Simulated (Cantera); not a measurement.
Charge: 1 mol SiCl4, a varied amount of NH3, held at 75.0 Torr.

Cantera equilibrium calculation (NASA polynomials, part measured and part estimated; ideal gas, pure solids and liquids). Candidate condensed phases: NH4Cl, Si, Si3N4; 28 gas species. The tables' values for SiCl3 are old estimates. Rates play no part.

Stable condensed phases, one row left out:

```
T in K \ n(NH3) in mol
         0.94  2.4  3.8  5.2  6.6    8  9.4   11   12   14   15   17   18
   1875     A    A    A    A    A    A    B    B    B    B    B    B    B
   1850     A    A    A    A    A    C    C    C    C    C    C    C    C
   1825     A    A    A    A    C    C    C    C    C    C    C    C    C
   1800     A    A    A    A    C    C    C    C    C    C    C    C    C
   1750     A    A    C    C    C    C    C    C    C    C    C    C    C
   1725     A    A    C    C    C    C    C    C    C    C    C    C    C
   1700     A    A    C    C    C    C    C    C    C    C    C    C    C
   1675     A    C    C    C    C    C    C    C    C    C    C    C    C
   1650     A    C    C    C    C    C    C    C    C    C    C    C    C
   1625     A    C    C    C    C    C    C    C    C    C    C    C    C
   1600     A    C    C    C    C    C    C    C    C    C    C    C    C
   1575     C    C    C    C    C    C    C    C    C    C    C    C    C
```

A: gas only; B: Si; C: Si3N4.

### Question
Give the row for 1775 K.

### Answer
0.94: gas only; 2.4: gas only; 3.8: gas only; 5.2: Si3N4; 6.6: Si3N4; 8: Si3N4; 9.4: Si3N4; 11: Si3N4; 12: Si3N4; 14: Si3N4; 15: Si3N4; 17: Si3N4; 18: Si3N4.
